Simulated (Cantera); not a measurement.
A perfectly stirred reactor is fed with CH4 : O2 : N2 = 1 : 2.27 : 10.7 (molar parts), at 293 Torr; it is adiabatic with a 375 K inlet, and is followed from long to short residence time, starting on the burning branch (τ in s: 0.1, 0.043, 0.018, 0.0076, 0.0032, 0.0013, 0.00056, 0.00023, 9.8e-05, 4.1e-05, 1.7e-05, 7.2e-06).

Computed with Cantera and GRI-Mech 3.0 (53 species, 325 reactions).

### Question
Predict: blow-out, bracketed by the residence times tried; x(CH4) at τ = 0.100 s; x(O2) at τ = 0.100 s; x(HO2) at τ = 0.100 s; x(C2H2) at τ = 0.100 s; x(OH) at τ = 0.100 s; x(CH4) at τ = 0.560 ms; x(O2) at τ = 0.560 ms; x(HO2) at τ = 0.560 ms; x(C2H2) at τ = 0.560 ms; x(OH) at τ = 0.560 ms.

### Answer
```json
{
 "blow_out_bracketed_by_the_residence_times_tried": "burning at 0.560 ms, out at 0.230 ms",
 "x(CH4) at τ = 0.100 s": "9.61e-6",
 "x(O2) at τ = 0.100 s": "0.0211",
 "x(HO2) at τ = 0.100 s": "9.99e-7",
 "x(C2H2) at τ = 0.100 s": "1.00e-9",
 "x(OH) at τ = 0.100 s": "0.00301",
 "x(CH4) at τ = 0.560 ms": "0.000678",
 "x(O2) at τ = 0.560 ms": "0.0357",
 "x(HO2) at τ = 0.560 ms": "1.06e-5",
 "x(C2H2) at τ = 0.560 ms": "2.27e-7",
 "x(OH) at τ = 0.560 ms": "0.00464"
}
```
